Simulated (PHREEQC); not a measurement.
Solution (25 °C): 0.0041 mol/kgw FeCl2, 0.25 mol/kgw MgSO4 and 0.0026 mol/kgw Al2(SO4)3. Closed to the air; pH follows from the charge balance.

Equilibrium calculation in PHREEQC: ion-association model, phreeqc.dat.

Q: The ionic strength comes out as 0.423 mol/kgw. What activity coefficients do Al(SO4)2-, Al+3, Cl-, SO4-2, Mg+2 get?

A: Al(SO4)2- 0.68, Al+3 0.095, Cl- 0.66, SO4-2 0.22, Mg+2 0.30.

No solid was allowed to form. Saturation is exceeded, for instance for Gibbsite (slow to form); the values hold only as long as no solid forms. Complexes and solids missing from the database can't appear.
